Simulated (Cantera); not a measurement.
Feed: 1 mol Nb, 2.2 mol O₂, held at 180 Pa.

Equilibrium computed with Cantera from the NASA thermochemical tables; the gas is ideal and each condensed phase is pure. Candidate condensed phases: Nb, NbO, NbO₂, Nb₂O₅; 6 gas species. Condensed phases not in the tables: the oxides between NbO₂ and Nb₂O₅. Equilibrium is a limit: real reactors are often held back by kinetics, nucleation or transport. All values below are at 1600 K.

Base state: O₂ 1.000, O 0.000342 (mole fractions); condensed: Nb₂O₅(s).

Problem. What changes in the equilibrium state with this change: Nb replaced by Ta(OEt)₅?

Solution. 
| species | before | after |
|---|---|---|
| H₂ | 0 | 0.577 |
| CO | 0 | 0.421 |
| H | 0 | 0.000974 |
| O₂ | 1.000 | <1e-9 |
| H₂O | 0 | 0.000459 |
| O | 0.000342 | <1e-9 |
| Nb₂O₅(s), mol | 0.500 | 0 |
| TaC(s), mol | 0 | 0.889 |
| Ta₂O₅(s), mol | 0 | 0.0554 |
The feed counts by its element totals alone. Mutual solubility and eutectic melting of coexisting phases are not modelled. TaC: taken at fixed stoichiometry. Condensed phases not in the tables: Ta₂C. Further candidate phases: C, C₆H₆, C₇H₈, C₈H₁₈, H₂O, Ta, TaC, Ta₂O₅.
